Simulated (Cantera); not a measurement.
An adiabatic, constant-volume homogeneous reactor starts with CH₄ : H₂ : O₂ : N₂ = 1 : 0.36 : 1.15 : 4.31 (molar parts), equivalence ratio 1.9, at 1748 K and 1.00 bar. Integrator tolerance rtol = 1e-08.

Model: GRI-Mech 3.0 (53 species, 325 reactions), integrated in Cantera.

**Question.** What does this change do: initial temperature 1748 to 975 K?

**Answer.** 
```json
[
 {"quantity": "time of steepest temperature rise", "before": "89.3 µs", "after": "50.9 ms"},
 {"quantity": "temperature at 0.200 s", "before": "2919 K", "after": "2511 K"},
 {"quantity": "equilibrium temperature", "before": "2919 K", "after": "2511 K"},
 {"quantity": "x(CH₄) at 0.200 s", "before": "6.54e-12 (gas-phase equilibrium 7.47e-12)", "after": "6.91e-11 (gas-phase equilibrium 7.81e-11)"},
 {"quantity": "x(H₂) at 0.200 s", "before": "0.142 (gas-phase equilibrium 0.142)", "after": "0.153 (gas-phase equilibrium 0.153)"},
 {"quantity": "x(O₂) at 0.200 s", "before": "0.000551 (gas-phase equilibrium 0.000551)", "after": "1.31e-5 (gas-phase equilibrium 1.31e-5)"},
 {"quantity": "x(HO₂) at 0.200 s", "before": "5.79e-7 (gas-phase equilibrium 5.79e-7)", "after": "1.65e-8 (gas-phase equilibrium 1.65e-8)"},
 {"quantity": "x(CH₂CO) at 0.200 s", "before": "<1e-12 (gas-phase equilibrium <1e-12)", "after": "<1e-12 (gas-phase equilibrium <1e-12)"}
]
```
Below about 1000 K GRI-Mech 3.0 lacks low-temperature oxidation paths.
